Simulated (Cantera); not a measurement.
A perfectly stirred reactor is fed with 0.209 % CH₃OH, 0.279 % O₂, 99.5 % N₂, equivalence ratio 1.1, at 1.01 bar; it is held at 1100 K, and followed from long to short residence time.

Cantera simulation using GRI-Mech 3.0 (53 species, 325 reactions); the numbers are that mechanism's predictions, not measurements. GRI-Mech 3.0 was tuned for natural gas; its chemistry of methanol as a main component is partial and can be far from experiment.

x: mole fraction; the columns are a selection and need not sum to one.

```
τ (s)   x CH₃OH      x O₂    x C₂H₆     x NO      x OH
------  -------  --------  --------  -------  --------
0.93    8.59e-7   5.49e-5  4.06e-10  5.04e-7         …
0.41    1.49e-6   9.89e-5  5.71e-10  5.46e-7         …
0.18    2.77e-6  0.000184  8.43e-10  4.99e-7         …
0.079   5.62e-6  0.000339   1.45e-9  3.52e-7         …
0.035   0.00113   0.00237    <1e-12   <1e-12         …
0.015   0.00209   0.00279  1.74e-11   <1e-12  2.70e-11
0.0067  0.00209   0.00279  6.25e-12   <1e-12  2.27e-11
```

### Question
What belongs in the gaps?

### Answer

- 0.93, x OH: 2.30e-6
- 0.41, x OH: 3.50e-6
- 0.18, x OH: 5.06e-6
- 0.079, x OH: 6.69e-6
- 0.035, x OH: 1.36e-7
